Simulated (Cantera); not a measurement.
## Pyrogenic steam for wet oxidation

An isothermal, constant-pressure homogeneous reactor starts with 45.3 % H₂, 34.8 % O₂, 19.9 % N₂, at 1000 K and 0.130 bar.

Computed with Cantera and the H2/O2 subset of GRI-Mech 3.0, which has no nitrogen chemistry. Radical loss at walls, strong at low pressure, is not modelled. The temperature is held fixed by assumption; the heat of reaction is taken as removed at once.

| t (s) | x H₂ | x O₂ | x O | x H₂O₂ | x OH |
|---|---|---|---|---|---|
| 4.00e-6 | 0.453 | 0.348 | 2.58e-12 | <1e-12 | 1.50e-12 |
| 1.53e-5 | 0.453 | 0.348 | 2.63e-11 | <1e-12 | 1.04e-11 |
| 5.87e-5 | 0.453 | 0.348 | 3.32e-10 | 1.33e-12 | 1.16e-10 |
| 0.000225 | 0.453 | 0.348 | 1.53e-7 | 1.96e-10 | 5.31e-8 |
| 0.000862 | 0.0308 | 0.170 | 0.00256 | 1.09e-5 | 0.00282 |
| 0.00330 | 0.00427 | 0.159 | 7.34e-5 | 6.92e-6 | 0.000135 |
| 0.0126 | 0.00155 | 0.158 | 8.94e-6 | 8.00e-6 | 2.93e-5 |
| 0.0485 | 0.000597 | 0.158 | 1.35e-6 | 4.75e-6 | 8.98e-6 |
| 0.186 | 0.000157 | 0.158 | 1.60e-7 | 6.32e-7 | 3.33e-6 |
| 0.711 | 2.92e-5 | 0.158 | 1.06e-8 | 3.16e-8 | 1.06e-6 |
| 2.73 | 2.73e-6 | 0.158 | 6.49e-10 | 1.02e-9 | 4.86e-7 |
| 10.4 | 6.23e-9 | 0.158 | 1.68e-10 | 2.29e-10 | 4.24e-7 |
| 40.0 | 3.60e-10 | 0.158 | 1.72e-10 | 2.33e-10 | 4.30e-7 |
x: mole fraction; the columns are a selection and need not sum to one.

Equilibrium at this temperature and pressure: H₂ 3.60e-10, O₂ 0.158, O 1.74e-10, H₂O₂ 2.36e-10, OH 4.33e-7 (gas phase only).
